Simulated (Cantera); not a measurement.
Cantera with NASA thermochemical tables; ideal gases at 1 bar, condensed phases pure. Values are per mole of reaction as written; species without (g) are pure solids or liquids, kept so even where they would boil at 1 bar.

**Question.** Between 300 and 673 K, where is each reaction favourable under standard conditions?
- 5 N₂(g) + P₄O₁₀ ⇌ 10 NO(g) + 2 P₂(g)

**Answer.** 
- 5 N₂(g) + P₄O₁₀ ⇌ 10 NO(g) + 2 P₂(g): ΔG° is 3803 kJ at 300 K and 3304 kJ at 673 K; it stays positive (K < 1). ΔH° is 4185 kJ and ΔS° 1310 J/K at 673 K.
